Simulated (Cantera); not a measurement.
A Cantera script and its output.

```python
import numpy as np
import cantera as ct

gas = ct.Solution("gri30.yaml")
gas.TPX = 1725, 86, {'CH4': 1, 'N2': 19}
inlet = ct.Reservoir(gas, clone=True)

reactor = ct.IdealGasConstPressureReactor(gas, energy="off", clone=False)
exhaust = ct.Reservoir(gas, clone=True)
tau = [1.8, 0.67, 0.24, 0.089, 0.032, 0.012, 0.0043, 0.0016][0]
for a, b in ((inlet, reactor), (reactor, exhaust)):
    ct.MassFlowController(a, b, mdot=lambda t: reactor.mass / tau)
net = ct.ReactorNet([reactor])
show = ['CH4', 'C2H2', 'C2H4', 'CH3', 'C2H', 'H', 'HCN']

rows = []
print(f"{'tau/s':>10s}{'T/K':>9s}" + "".join(f"{s:>11s}" for s in show))
for tau in [1.8, 0.67, 0.24, 0.089, 0.032, 0.012, 0.0043, 0.0016]:
    net.initial_time = 0.0
    net.advance(30 * tau)
    before = gas.X
    net.advance(40 * tau)
    drift = np.max(np.abs(gas.X - before) / (gas.X + 1e-9))
    rows.append([gas.T, *gas[show].X, drift])
    print(f"{tau:10.3e}{gas.T:9.1f}" + "".join(f"{x:11.3e}" for x in gas[show].X))
```

Output:

```
     tau/s      T/K        CH4       C2H2       C2H4        CH3        C2H          H        HCN
 1.800e+00   1725.0  3.506e-02  5.641e-03  1.027e-03  9.516e-04  6.110e-08  3.356e-05  2.545e-07
 6.700e-01   1725.0  4.584e-02  9.613e-04  6.562e-04  7.713e-04  1.036e-08  7.878e-06  1.214e-08
 2.400e-01   1725.0  4.941e-02  3.527e-05  7.928e-05  3.462e-04  6.254e-10  1.307e-06  2.126e-10
 8.900e-02   1725.0  4.985e-02  8.172e-07  5.182e-06  1.311e-04  2.074e-11  6.031e-07  1.206e-11
 3.200e-02   1725.0  4.995e-02  1.443e-08  2.583e-07  4.699e-05  2.069e-13  5.080e-07  9.283e-13
 1.200e-02   1725.0  4.998e-02  2.761e-10  1.325e-08  1.734e-05  1.547e-15  4.806e-07  9.209e-14
 4.300e-03   1725.0  4.999e-02  3.909e-12  5.251e-10  5.952e-06  7.248e-18  4.372e-07  1.008e-14
 1.600e-03   1725.0  5.000e-02  5.309e-14  1.922e-11  2.023e-06  2.987e-20  3.551e-07  1.208e-15
```

Cantera simulation using GRI-Mech 3.0 (53 species, 325 reactions); the numbers are that mechanism's predictions, not measurements. GRI-Mech 3.0 stops at C3 and has no aromatics, soot or wall deposition, so with more carbon than oxygen in the feed, carbon stays in small species such as C2H2 where larger ones or solid carbon would form. Radical loss at walls, strong at low pressure, is not modelled.
